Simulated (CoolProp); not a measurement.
Values from CoolProp's reference Helmholtz-energy equation of state, Akasaka 2023.

**Question.** For R1224YDZ, give the phase and the cp (kJ/(kg K)), cv (kJ/(kg K)), speed of sound (m/s) at 355.5 K and 13.3 MPa.

**Answer.** 
- 355.5 K and 13.3 MPa: liquid; cp 1.21, cv 0.889, speed of sound 534
